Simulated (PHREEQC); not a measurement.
## Metal-bearing waste water: an equilibrium model

Solution (45 °C): 2 mmol/kgw ZnSO4, 0.038 mmol/kgw CaCl2, 16 mmol/kgw HCl and 0.22 mmol/kgw Na2SO4. Closed to the air; pH follows from the charge balance.

Equilibrium calculation in PHREEQC: ion-association model, wateq4f.dat.

This is a speciation only: nothing precipitates in the calculation.

Q: What pH does the model give?

A: pH 1.88.

Q: In which forms is Ca present?

A: Ca+2 93 %, CaSO4 6.3 %, CaHSO4+ 0.7 % of the Ca.

Away from 25 °C the constants follow the database's enthalpies or fits; those with neither stay at their 25 °C values.
